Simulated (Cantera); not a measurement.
# Chlorosilane synthesis and conversion: SiCl₄ + H₂

Feed: 1 mol SiCl₄, 1.9 mol H₂, at 0.133 bar.

Cantera equilibrium calculation (NASA polynomials, part measured and part estimated; ideal gas, pure solids and liquids). Candidate condensed phases: Si; 19 gas species. The tables' values for SiCl₃ are old estimates; treat these amounts as uncertain. The numbers say what is thermodynamically allowed, not how fast it happens.

| T (°C) | x H₂ | x SiCl₄ | x HCl | x SiHCl₃ | x SiCl₃ |
|---|---|---|---|---|---|
| 302 | 0.653 | 0.343 | 0.00183 | 0.00182 | 7.69e-9 |
| 352 | 0.652 | 0.342 | 0.00328 | 0.00328 | 8.36e-8 |
| 402 | 0.650 | 0.339 | 0.00538 | 0.00537 | 6.35e-7 |
| 452 | 0.647 | 0.337 | 0.00821 | 0.00818 | 3.63e-6 |
| 502 | 0.643 | 0.333 | 0.0118 | 0.0117 | 1.65e-5 |
| 552 | 0.639 | 0.329 | 0.0162 | 0.0160 | 6.20e-5 |
| 602 | 0.634 | 0.324 | 0.0214 | 0.0210 | 0.000199 |
| 652 | 0.628 | 0.318 | 0.0275 | 0.0264 | 0.000559 |
| 702 | 0.621 | 0.311 | 0.0344 | 0.0320 | 0.00139 |
x: gas mole fraction; nothing condenses.

From 302 °C to 702 °C nothing is condensed. The main Si-bearing gas is SiCl₄ throughout.
